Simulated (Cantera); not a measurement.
An adiabatic, constant-pressure homogeneous reactor starts with CH4 : H2 : O2 : N2 = 1 : 1.1 : 2.63 : 9.88 (molar parts), equivalence ratio 0.97, at 1075 K and 188 Torr. Integrator tolerance rtol = 1e-08.

Detailed kinetics in Cantera: GRI-Mech 3.0 (53 species, 325 reactions).

Q: What does this change do: initial temperature 1075 to 1098 K?

A: 
| quantity | before | after |
|---|---|---|
| time of steepest temperature rise | 7.15 ms | 5.68 ms |
| temperature at 1.00 s | 2513 K | 2521 K |
| equilibrium temperature | 2513 K | 2521 K |
| x(CH4) at 1.00 s | <1e-12 (gas-phase equilibrium <1e-12) | <1e-12 (gas-phase equilibrium <1e-12) |
| x(H2) at 1.00 s | 0.0171 (gas-phase equilibrium 0.0171) | 0.0175 (gas-phase equilibrium 0.0175) |
| x(O2) at 1.00 s | 0.0190 (gas-phase equilibrium 0.0190) | 0.0193 (gas-phase equilibrium 0.0193) |
| x(N2O) at 1.00 s | 1.69e-7 (gas-phase equilibrium 1.69e-7) | 1.73e-7 (gas-phase equilibrium 1.73e-7) |
| x(C2H) at 1.00 s | <1e-12 (gas-phase equilibrium <1e-12) | <1e-12 (gas-phase equilibrium <1e-12) |

Q: What does this change do: pressure from 188 Torr to 3750 Torr?

A: 
```
quantity                                                            before                                    after
---------------------------------  ---------------------------------------  ---------------------------------------
time of steepest temperature rise                                  7.15 ms                                  1.84 ms
temperature at 1.00 s                                               2513 K                                   2678 K
equilibrium temperature                                             2513 K                                   2678 K
x(CH4) at 1.00 s                     <1e-12 (gas-phase equilibrium <1e-12)    <1e-12 (gas-phase equilibrium <1e-12)
x(H2) at 1.00 s                      0.0171 (gas-phase equilibrium 0.0171)    0.0104 (gas-phase equilibrium 0.0104)
x(O2) at 1.00 s                      0.0190 (gas-phase equilibrium 0.0190)    0.0131 (gas-phase equilibrium 0.0131)
x(N2O) at 1.00 s                   1.69e-7 (gas-phase equilibrium 1.69e-7)  8.36e-7 (gas-phase equilibrium 8.36e-7)
x(C2H) at 1.00 s                     <1e-12 (gas-phase equilibrium <1e-12)    <1e-12 (gas-phase equilibrium <1e-12)
```
